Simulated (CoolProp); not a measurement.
Tetrahydrofuran at 298.15 K and 4.39 MPa is throttled through a valve to 0.339 MPa with no heat exchange. Each further row changes one setting.

Values from CoolProp's reference Helmholtz-energy equation of state, Fiedler 2023.

| case | temperature change (K) | final density (kg/m³) |
|---|---|---|
| as stated | +1.7 | 880 |
| outlet pressure 0.102 MPa | +1.8 | 880 |
| outlet pressure 0.441 MPa | +1.6 | 881 |
